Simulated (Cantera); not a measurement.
**Premixed flame**

A freely propagating, adiabatic, planar premixed flame of 6.48 % C₂H₆, 17.8 % O₂, 66.8 % N₂, 8.97 % H₂O, equivalence ratio 1.3, unburnt at 623 K and 100000 Pa; mixture-averaged transport, grid criteria slope 0.08 and curve 0.16, no radiation.

Computed with Cantera and GRI-Mech 3.0 (53 species, 325 reactions). Burning velocities carry a grid error of a few per cent, more on coarse grids.

```csv
z (mm),T (K),u (m/s),x C₂H₆,x O₂,x H₂O,x H₂,x H₂O₂,x HO₂
-1.06,623,1.10,0.0646,0.177,0.0895,0.00273,1.13e-7,3.36e-7
-0.706,626,1.11,0.0643,0.176,0.0895,0.00666,1.03e-6,3.07e-6
-0.530,636,1.13,0.0639,0.175,0.0906,0.0114,5.21e-6,1.60e-5
-0.353,702,1.26,0.0616,0.168,0.0973,0.0200,3.03e-5,0.000108
-0.177,1071,1.99,0.0427,0.131,0.131,0.0337,8.94e-5,0.000359
-0.0883,1442,2.74,0.0177,0.0906,0.163,0.0409,3.20e-5,0.000249
0,1787,3.47,0.00123,0.0462,0.195,0.0435,1.95e-6,8.83e-5
0.0883,1958,3.81,7.04e-6,0.0193,0.211,0.0404,3.82e-7,1.35e-5
0.177,2012,3.90,1.88e-8,0.00869,0.215,0.0380,1.96e-7,3.75e-6
0.353,2046,3.95,<1e-8,0.00366,0.215,0.0381,1.50e-7,1.68e-6
0.706,2079,4.00,<1e-8,0.00232,0.215,0.0389,1.16e-7,1.12e-6
1.41,2117,4.06,<1e-8,0.00150,0.218,0.0386,8.31e-8,7.22e-7
2.82,2154,4.12,<1e-8,0.000801,0.221,0.0380,5.21e-8,3.82e-7
```
x: mole fraction of selected species; z is measured from the peak of heat release.

```
Item                         Value
------------------------  --------
laminar burning velocity  109 cm/s
thermal thickness         0.353 mm
peak x(H₂)                  0.0436
peak x(H₂O₂)               9.00e-5
peak x(HO₂)               0.000364
grid points                    147
```
